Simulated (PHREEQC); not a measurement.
Solution (25 °C and 100 atm): 0.057 mol Cu(NO3)2 and 0.017 mol FeCl3 per kg of water. Closed to the air; pH follows from the charge balance.

The numbers come from PHREEQC with the ion-association model, phreeqc.dat.

Each row changes one thing in this solution. No solid was allowed to form.

| case | pH | ionic strength (mol/kgw) | Cl- (mol/kgw) | Fe+3 (mol/kgw) | FeOH+2 (mol/kgw) | FeCl+2 (mol/kgw) | SI of Goethite (FeOOH) | SI of Hematite (Fe2O3) |
|---|---|---|---|---|---|---|---|---|
| as made | 2.19 | 0.254 | 0.0458 | 0.00617 | 0.00283 | 0.00278 | +4.45 | +10.90 |
| temperature from 25 to 45 °C | 2.09 | 0.246 | 0.0433 | 0.00399 | 0.00435 | 0.00297 | +4.63 | +11.34 |
| FeCl3 from 0.017 to 0.0255 mol/kgw | 2.09 | 0.292 | 0.0668 | 0.00915 | 0.00331 | 0.00587 | +4.30 | +10.60 |
| Cu(NO3)2 replaced by HNO3 at the same molality | 1.33 | 0.140 | 0.0450 | 0.0105 | 0.000703 | 0.00521 | +2.21 | +6.43 |
| temperature from 25 to 5 °C | 2.31 | 0.261 | 0.0476 | 0.00886 | 0.00157 | 0.00215 | +4.23 | +10.37 |

Some of these states are supersaturated (in Hematite (slow to form), Goethite (slow to form), for instance). Under pressure, the constants of complexes without a molar volume in the database are unreliable. At this temperature some constants are extrapolated from 25 °C, and those without enthalpy data are left unchanged.
